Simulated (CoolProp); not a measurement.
Vapour-liquid equilibrium of carbon dioxide (1) + neopentane (2) at 281.7 K; x and y are mole fractions of (1).

Model: multi-fluid Helmholtz-energy mixture model, Span 1996 and Lemmon 2006; pair parameters Bell 2016, in CoolProp.

```tsv
x	bubble pressure (MPa)	y at the bubble point	dew pressure at overall composition x (MPa)	liquid density (mol/L)
0.05	0.3507	0.715	0.1032	8.642
0.2	1.131	0.908	(withheld)	(withheld)
0.35	1.813	0.941	0.1519	10.77
0.5	2.346	0.954	0.1980	(withheld)
0.65	2.802	0.964	(withheld)	(withheld)
0.8	3.315	(withheld)	0.5029	15.90
0.95	4.034	0.992	(withheld)	18.66
```

Task: Fill in the missing entries.

Result: 
- 0.2, dew pressure at overall composition x (MPa): 0.1230
- 0.2, liquid density (mol/L): 9.623
- 0.5, liquid density (mol/L): 12.14
- 0.65, dew pressure at overall composition x (MPa): 0.2841
- 0.65, liquid density (mol/L): 13.81
- 0.8, y at the bubble point: 0.975
- 0.95, dew pressure at overall composition x (MPa): 2.154

No azeotrope shows between x = 0.05 and 0.95.

The pair parameters rest on a limited set of measurements; away from them the model extrapolates. The gap from Raoult's law changes sign with composition, which may be real or a fault of the pair parameters; it wasn't checked against measurements.
